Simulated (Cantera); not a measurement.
An isothermal plug-flow reactor at 450 K and 0.520 bar (inlet), inlet velocity 0.16 m/s, active area per volume 2100 1/m; feed CO : O2 : N2 : H2O = 0.0036 : 0.037 : 0.79 : 0.065 (molar parts).

Cantera simulation using Deutschmann's 1995 Pt surface mechanism with GRI-Mech 3.0 gas chemistry; the numbers are that mechanism's predictions, not measurements. Catalytic surfaces can have several steady states; this one follows from the mechanism file's or the stated starting coverage. Mass transfer to the wall is taken as infinitely fast.

Q: What does this change do: temperature 450 to 650 K?

A: 
```json
[
 {"quantity": "x(CO) at z = 0.037 m", "before": "0.00393", "after": "6.88e-6"},
 {"quantity": "x(O2) at z = 0.037 m", "before": "0.0413", "after": "0.0394"},
 {"quantity": "x(H2O) at z = 0.037 m", "before": "0.0726", "after": "0.0727"},
 {"quantity": "x(CO2) at z = 0.037 m", "before": "8.56e-5", "after": "0.00402"},
 {"quantity": "θ(O*) at the exit", "before": "0.0148", "after": "0.990"},
 {"quantity": "θ(OH*) at the exit", "before": "0.00137", "after": "0.00418"}
]
```

Q: What does this change do: pressure from 0.520 bar to 0.230 bar?

A: 
```
quantity                before     after
---------------------  -------  --------
x(CO) at z = 0.037 m   0.00393   0.00381
x(O2) at z = 0.037 m    0.0413    0.0412
x(H2O) at z = 0.037 m   0.0726    0.0726
x(CO2) at z = 0.037 m  8.56e-5  0.000206
θ(O*) at the exit       0.0148    0.0171
θ(OH*) at the exit     0.00137   0.00124
θ(CO*) at the exit       0.983     0.981
```
